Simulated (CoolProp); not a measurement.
The fluid at 329.39 K and 0.367 MPa expands adiabatically to 0.0491 MPa with isentropic efficiency 0.7. The same conditions are run with several fluids, on thermodynamics alone (safety and materials aside).

The numbers come from the reference Helmholtz-energy equation of state of each fluid (sulfur dioxide: Gao 2016; dimethyl ether: Wu 2011; isobutene: Lemmon 2005; C2F6 (R116): Lemmon 2006; R236FA: Pan 2012) in CoolProp.

```csv
fluid,work (kJ/kg),final temperature (K),final phase,final density (kg/m³)
sulfur dioxide,(withheld),248.0,(withheld),(withheld)
dimethyl ether,71.5,274.5,gas,(withheld)
isobutene,59.8,286.3,gas,1.18
C2F6 (R116),(withheld),295.2,gas,2.78
R236FA,22.6,297.0,gas,3.07
```

Question: Some entries are withheld; supply them.

Answer: 
- sulfur dioxide, work (kJ/kg): 48.4
- sulfur dioxide, final phase: two-phase, vapour fraction 0.993
- sulfur dioxide, final density (kg/m³): 1.56
- dimethyl ether, final density (kg/m³): 1.00
- C2F6 (R116), work (kJ/kg): 25.5
